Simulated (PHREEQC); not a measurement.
PHREEQC input (ion-association model, wateq4f.dat):

```
SOLUTION_MASTER_SPECIES
  An  An-  0  An  62.0  # stands for a non-complexing anion
SOLUTION_SPECIES
  An- = An-
    -log_k 0
    -gamma 3.0 0
PHASES
  Fix_H+
    H+ = H+
    -log_k 0
SOLUTION 1
  temp 25
  units mmol/kgw
  pH 7 charge
  Cl 0.22
  Mn(2) 0.11
  Na 50
  An 50
END
SELECTED_OUTPUT 1
  -reset false
  -pH true
  -pe true
  -ionic_strength true
  -water true
  -totals Cl Mn Na Mn(2) Mn(3) Mn(6) Mn(7)
  -molalities Hfo_wOH Hfo_wOH2+ Hfo_wO- Hfo_sOH Hfo_sOH2+ Hfo_sO- Hfo_sOMn+ Hfo_wOMn+
  -saturation_indices Pyrochroite Halite
USER_PUNCH 1
  -headings sigma psi
  10 PUNCH EDL("sigma", "Hfo"), EDL("psi", "Hfo")
PRINT
  -reset false
USE solution 1
SURFACE 1
  Hfo_wOH 0.000337079 600 0.15
  Hfo_sOH 8.42697e-06
EQUILIBRIUM_PHASES 1
  Fix_H+ -4 HAn 10
    -force_equality true
END
# ... the last block is repeated for the other 12 points of pH, with NaOH or the acid as the point needs
```

Selected output (columns that matter, 13 of 13 rows; pH added in front):

```
pH	mu	Mn	Na	m_Hfo_wOH	m_Hfo_wOH2+	m_Hfo_wO-	m_Hfo_sOH	m_Hfo_sOH2+	m_Hfo_sO-	m_Hfo_sOMn+	si_Pyrochroite	si_Halite	sigma	psi
4	0.050584	0.00011	0.05	6.8614e-05	0.00026806	4.0233e-07	1.7152e-06	6.701e-06	1.0057e-08	7.2349e-10	-11.478	-6.7158	0.29415	0.15961
4.5	0.050478	0.00010999	0.05	0.00011701	0.00021863	1.4347e-06	2.9233e-06	5.4619e-06	3.5842e-08	5.9e-09	-10.478	-6.7157	0.23869	0.14899
5	0.050426	0.00010995	0.05	0.00016494	0.00016844	3.7002e-06	4.1014e-06	4.1883e-06	9.2008e-08	4.5237e-08	-9.478	-6.7156	0.18106	0.13493
5.5	0.050393	0.00010966	0.05	0.00020368	0.00012584	7.552e-06	4.8952e-06	3.0244e-06	1.8151e-07	3.2585e-07	-8.4791	-6.7156	0.13023	0.11826
6	0.050367	0.00010801	0.05	0.00023076	9.3139e-05	1.3098e-05	4.4617e-06	1.8008e-06	2.5325e-07	1.9112e-06	-7.4856	-6.7155	0.089608	0.099621
6.5	0.050339	0.00010375	0.05	0.00024731	6.8859e-05	2.0349e-05	2.0068e-06	5.5874e-07	1.6511e-07	5.6964e-06	-6.5031	-6.7155	0.059138	0.079582
7	0.050312	9.8189e-05	0.05	0.00025329	5.111e-05	2.8757e-05	4.0542e-07	8.1806e-08	4.6028e-08	7.8937e-06	-5.527	-6.7155	0.036668	0.058276
7.5	0.050291	8.1001e-05	0.050038	0.00024251	3.2701e-05	4.1198e-05	7.758e-08	1.0461e-08	1.318e-08	8.3257e-06	-4.6107	-6.7151	0.021978	0.039052
8	0.050262	4.7365e-05	0.050114	0.00020353	1.4687e-05	6.4615e-05	2.5013e-08	1.805e-09	7.9408e-09	8.3922e-06	-3.8441	-6.7144	0.013617	0.025538
8.5	0.050239	1.7966e-05	0.050182	0.00015525	5.9883e-06	9.221e-05	1.2397e-08	4.7817e-10	7.363e-09	8.4067e-06	-3.2664	-6.7137	0.0062247	0.012052
9	0.050238	4.0367e-06	0.050227	0.00012408	3.1406e-06	0.0001123	8.4975e-09	2.1508e-10	7.691e-09	8.4105e-06	-2.9193	-6.7133	-0.00344	-0.0067027
9.5	0.050267	6.4441e-07	0.050272	0.00010766	2.101e-06	0.00012638	7.1257e-09	1.3906e-10	8.3646e-09	8.4113e-06	-2.7298	-6.713	-0.016005	-0.0296
10	0.050358	1.0617e-07	0.050373	9.3114e-05	1.4079e-06	0.00014107	6.1305e-09	9.2697e-11	9.2881e-09	8.4114e-06	-2.5537	-6.7122	-0.03193	-0.052623
```

Complexes and solids missing from the database can't appear.
